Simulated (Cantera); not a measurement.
Charge: 1 mol SiC, 0.025 mol C, 0.59 mol H2, equilibrated at 1250 °C and 140000 Pa.

These are equilibrium values from Cantera (NASA tables, ideal gas, pure condensed phases), not measurements of a reactor. Candidate condensed phases: C, C6H6, C7H8, C8H18, Si, SiC; 87 gas species. The numbers say what is thermodynamically allowed, not how fast it happens.

Task: What is the equilibrium state?

Result: 
* **x(H2)**: 0.997
* **x(CH4)**: 0.00320
* **x(H)**: 1.95e-5
* **x(C2H2 (acetylene))**: 1.18e-5
* **x(C2H4)**: 3.73e-6
* **x(CH3)**: 1.27e-6
* **n(C(graphite))**: 0.0231 mol
* **n(SiC(s))**: 1.00 mol
* **gas amount**: 0.5881 mol
* **log10 activity of Si(s) (absent)**: -2.10
